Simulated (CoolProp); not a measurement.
A simple Rankine cycle with fluoroethane (R161): condensing at 290.15 K, boiler at 2.94 MPa, turbine inlet 387.6 K, turbine efficiency 0.9, pump efficiency 0.7, no recuperator. Each further row changes one setting.

The numbers come from the reference Helmholtz-energy equation of state, Wu 2012 in CoolProp.

```
case                             thermal efficiency (%)  net work (kJ/kg)  heat in (kJ/kg)  turbine exit temperature (K)  volume ratio over the turbine
-------------------------------  ----------------------  ----------------  ---------------  ----------------------------  -----------------------------
as stated                                          13.0              59.5              456                         319.7                           3.77
turbine inlet 407.6 K                              13.3              65.7              494                         341.5                           3.73
condensing temperature 282.15 K                    14.7                 …              473                         309.4                           4.70
boiler pressure 2.06 MPa                           10.3                 …                …                         339.8                           2.63
turbine efficiency 0.8                             11.5              52.4              456                         324.5                           3.85
```

**Question.** What belongs in the gaps?

**Answer.** 
- condensing temperature 282.15 K, net work (kJ/kg): 69.6
- boiler pressure 2.06 MPa, net work (kJ/kg): 48.8
- boiler pressure 2.06 MPa, heat in (kJ/kg): 475
